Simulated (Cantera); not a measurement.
A Cantera script and what it prints.

```python
import numpy as np
import cantera as ct

gas_names = """
    B BF BF2 BF3 BH BHF2 BH2 BH3 BN B2 F F2 H HF H2 H2F2 H3F3 H4F4 H5F5 H6F6 H7F7 N NF NF2 NF3 NH NH2
    NH3 N2 N2H2 N2H4
""".split()
cond_names = """
    B(b) B(L) BN(s)
""".split()


# ... load() reads the species with a 1 bar reference pressure and builds the phases ...
atoms = {
    'BF3': {'B': 1, 'F': 3},
    'H2': {'H': 2},
    'N2': {'N': 2},
}
top_T = {'BN(s)': 3200}  # K; cautious upper limits of use, not melting points


# ... equilibrate(T, P, feed) seeds the gas with the atoms and calls Mixture.equilibrate('TP', solver="vcs", rtol=1e-11, max_steps=5000) ...
results = []
feed = {'BF3': 1, 'H2': 97, 'N2': 68}  # mol
P = 1333.22  # Pa
for T in [1000, 1100, 1200, 1300, 1400, 1500, 1600, 1700, 1800, 1900, 2000, 2100]:
    mix = equilibrate(T, P, feed)
    results.append((T, P, feed, dict(zip(mix.species_names, mix.species_moles))))

top = {s: max(r[3][s] / sum(r[3][g] for g in gas_names) for r in results) for s in gas_names}
cols = sorted((s for s in top if top[s] > 0.0001), key=lambda s: -top[s])[:6]
seen = [c for c in cond_names if any(r[3].get(c, 0) > 1e-12 for r in results)]
print("log10 of partial pressures in bar; condensed amounts in mol")
print(f"{'T/K':>10s}" + "".join(f"{s[:9]:>10s}" for s in cols + seen))
for T, P, feed, n in results:
    ng = sum(n[g] for g in gas_names)
    print(f"{T:10.4g}" + "".join(f"{np.log10(max(n[s] / ng * P / 1e5, 1e-99)):10.3f}" for s in cols)
          + "".join(f"{n.get(c, 0):10.4g}" for c in seen))
```

It prints:

```
log10 of partial pressures in bar; condensed amounts in mol
       T/K        H2        N2         H        HF        BF       BF3     BN(s)
      1000    -2.110    -2.264    -9.699    -4.206   -14.206    -4.225     0.258
      1100    -2.111    -2.264    -8.643    -4.116   -12.188    -4.262    0.3173
      1200    -2.111    -2.264    -7.760    -4.044   -10.512    -4.301    0.3739
      1300    -2.111    -2.264    -7.012    -3.986    -9.100    -4.342     0.426
      1400    -2.112    -2.264    -6.369    -3.939    -7.896    -4.387    0.4714
      1500    -2.112    -2.264    -5.810    -3.903    -6.858    -4.437    0.5051
      1600    -2.113    -2.265    -5.321    -3.879    -5.961    -4.504    0.5117
      1700    -2.113    -2.265    -4.888    -3.875    -5.188    -4.614    0.4428
      1800    -2.115    -2.265    -4.503    -3.914    -4.545    -4.839     0.174
      1900    -2.117    -2.266    -4.159    -3.896    -4.276    -5.239         0
      2000    -2.121    -2.267    -3.849    -3.852    -4.200    -5.705         0
      2100    -2.127    -2.270    -3.570    -3.831    -4.161    -6.190         0
```

Equilibrium computed with Cantera from the NASA thermochemical tables; the gas is ideal and each condensed phase is pure. N2 is the only nitrogen source here; it is nearly inert below about 1500 K, so the nitride shown seldom forms there in practice. The tables' values for BF2 are old estimates; treat these amounts as uncertain.
